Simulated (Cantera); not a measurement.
Input: 1 mol Si, 0.0012 mol O2, 4 mol N2, equilibrated at 3.50 Pa.

These are equilibrium values from Cantera (NASA tables, ideal gas, pure condensed phases), not measurements of a reactor. Candidate condensed phases: Si, SiO2, Si2N2O, Si3N4; 16 gas species. The numbers say what is thermodynamically allowed, not how fast it happens.

Q: At 1525 K, list the 3 most abundant gas species with their mole fractions, and the condensed phases.

A: N2 0.999, SiO 0.000599, Si 0.000539. Condensed: Si(s).
